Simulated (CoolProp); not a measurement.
The numbers come from the reference Helmholtz-energy equation of state, Span 1996 in CoolProp.

### Question
Give the vapour pressure (MPa), liquid cp (kJ/(kg K)), surface tension (mN/m) of saturated carbon dioxide at -24.45, -16.35 °C.

### Answer
| T (°C) | p (MPa) | liquid cp (kJ/(kg K)) | surface tension (mN/m) |
|---|---|---|---|
| -24.45 | 1.71 | 2.12 | 9.30 |
| -16.35 | 2.20 | 2.21 | 7.63 |

Surface tension comes from a separate correlation (Mulero 2012).
